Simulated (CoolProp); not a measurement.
Toluene at 298.15 K and 0.108 MPa flows at 2.5 m/s in a round tube of 6 mm bore and 45 µm roughness, fully developed (64/Re and Nu = 3.66 if laminar; Colebrook and Gnielinski if turbulent). Each further row changes one setting.

Values from CoolProp's reference Helmholtz-energy equation of state, Lemmon 2006. It is a short technical equation, of lower accuracy than the large ones.

```tsv
case	Reynolds number	Darcy friction factor	pressure drop (Pa/m)	heat-transfer coefficient (W/(m² K))	mass flow (kg/h)
as stated	23400	0.0373	16800	4860	219
velocity 5 m/s	46800	0.0360	64600	9700	439
diameter 12 mm	46800	0.0302	6770	4320	878
```

Viscosity comes from a separate model (Avgeri 2015). Thermal conductivity comes from a separate model (Assael 2012).
